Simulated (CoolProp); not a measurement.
Vapour-liquid equilibrium of cyclohexane (1) + toluene (2) at 1.15 MPa; x and y are mole fractions of (1).

Values from CoolProp's multi-fluid Helmholtz-energy mixture model, Zhou 2014 and Lemmon 2006; pair parameters Bell 2016.

### Question
Give the bubble temperature and the first vapour's composition at x = 0.125, 0.275, 0.5. Is there an azeotrope?

### Answer
x = 0.125: 491.7 K, y = 0.193; x = 0.275: 484.7 K, y = 0.383; x = 0.5: 476.3 K, y = 0.609. No azeotrope shows between x = 0.05 and 0.95.

The pair parameters rest on a limited set of measurements; away from them the model extrapolates.
